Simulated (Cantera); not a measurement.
Charge: 1 mol CCl4, 0.27 mol CH4, equilibrated at 36000 Pa.

These are equilibrium values from Cantera (NASA tables, ideal gas, pure condensed phases), not measurements of a reactor. Candidate condensed phases: C, C6H6, C7H8, C8H18; 91 gas species. Equilibrium is a limit: real reactors are often held back by kinetics, nucleation or transport.

At 1525 K, list the 4 most abundant gas species with their mole fractions, and the condensed phases.

Cl2 0.510, HCl 0.408, Cl 0.0821, CCl4 1.71e-5. Condensed: C(graphite).
